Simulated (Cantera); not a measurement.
Predominance diagram of Na at 1450 K against the partial pressures of O2 and S2 (log10, bar). Cantera with NASA thermochemical tables; ideal gases at 1 bar, condensed phases pure. Candidates: Na(l), Na2O(l), Na2S(l), Na2SO4(l). Only these pure phases compete in this equilibrium. Not in the tables: pyrosulfates.

```
log p(S2) \ log p(O2)
        columns: -25, -23.9, -22.8, -21.7, -20.7, -19.6, -18.5, -17.4, -16.3, -15.2, -14.1, -13, -12, -10.9, -9.8, -8.7, -7.6, -6.5, -5.4, -4.3, -3.3, -2.2, -1.1, 0
      0  A A A A A A A A A A A A A A A B C C C C C C C C
   -1.4  A A A A A A A A A A A A A A A B B C C C C C C C
   -2.8  A A A A A A A A A A A A A A A B B C C C C C C C
   -4.1  A A A A A A A A A A A A A A A B B B C C C C C C
   -5.5  A A A A A A A A A A A A A A A B B B C C C C C C
   -6.9  A A A A A A A A A A A A A A A B B B B C C C C C
   -8.2  A A A A A A A A A A A A A A A B B B B B C C C C
   -9.6  A A A A A A A A A A A A A A A B B B B B C C C C
    -11  A A A A A A A A A A A A A A A B B B B B B C C C
```

A: Na2S(l); B: Na2SO4(l); C: out of reach (another gas would pass 10 bar, or a non-metal would condense).
